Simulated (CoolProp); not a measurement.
Vapour-liquid equilibrium of R124 (1) + R142b (2) at -33.35 °C; x and y are mole fractions of (1).

Model: multi-fluid Helmholtz-energy mixture model, de Vries 1995 and Lemmon 2006; pair parameters Bell 2016, in CoolProp.

Question: Give the bubble pressure and the first vapour's composition at x = 0.25, 0.35, 0.65. Is there an azeotrope?

Answer: x = 0.25: 0.03423 MPa, y = 0.260; x = 0.35: 0.03444 MPa, y = 0.364; x = 0.65: 0.03538 MPa, y = 0.676. No azeotrope shows between x = 0.05 and 0.95.

The pair parameters rest on a limited set of measurements; away from them the model extrapolates.
